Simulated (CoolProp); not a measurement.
A single-stage vapour-compression cycle with cis-2-butene: evaporating at 300.15 K (dew point), condensing at 334.15 K (bubble point), superheat 0 K, subcooling 2 K, compressor efficiency 0.75, no pressure losses. Each further row changes one setting.

The numbers come from the reference Helmholtz-energy equation of state, Lemmon 2005 in CoolProp. It is a short technical equation, of lower accuracy than the large ones.

```csv
case,cooling COP,pressure ratio,discharge temperature (K),refrigerating effect (kJ/kg),volumetric capacity (kJ/m³)
as stated,5.83,2.61,342.1,316,1740
evaporating temperature 305.15 K,7.08,2.23,340.6,321,2050
condensing temperature 329.15 K,7.00,2.30,336.4,328,1800
subcooling 7 K,6.05,2.61,342.1,328,1800
superheat 10 K,5.87,2.61,352.1,331,1750
compressor efficiency 0.65,5.05,2.61,346.7,316,1740
```
